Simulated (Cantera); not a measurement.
A closed system holds: 1 mol Si, 8.9 mol F2, a varied amount of H2, equilibrated at 1198.15 K and 100 Torr.

These are equilibrium values from Cantera (NASA tables, ideal gas, pure condensed phases), not measurements of a reactor. Candidate condensed phases: Si; 25 gas species. The numbers say what is thermodynamically allowed, not how fast it happens.

x: gas mole fraction; nothing condenses.

```
n(H2) (mol)    x H2   x HF     x F    x F2   x SiF4  x SiHF3
-----------  ------  -----  ------  ------  -------  -------
0.87         <1e-12  0.139   0.597   0.184   0.0800   <1e-12
1.9          <1e-12      ?       ?       ?   0.0764   <1e-12
4.2          <1e-12  0.593   0.293  0.0442   0.0706   <1e-12
9.1               ?      ?       ?  <1e-12        ?        ?
20            0.470  0.495  <1e-12  <1e-12   0.0358  1.10e-6
43            0.709  0.271  <1e-12  <1e-12   0.0196  1.65e-6
94            0.855  0.135  <1e-12  <1e-12  0.00981  1.99e-6
```

Task: Some entries are withheld; supply them.

Result: 
- 9.1, x H2: 0.129
- 9.1, x HF: 0.812
- 9.1, x F: 2.12e-12
- 9.1, x SiF4: 0.0588
- 9.1, x SiHF3: 3.02e-7
- 1.9, x HF: 0.290
- 1.9, x F: 0.503
- 1.9, x F2: 0.131
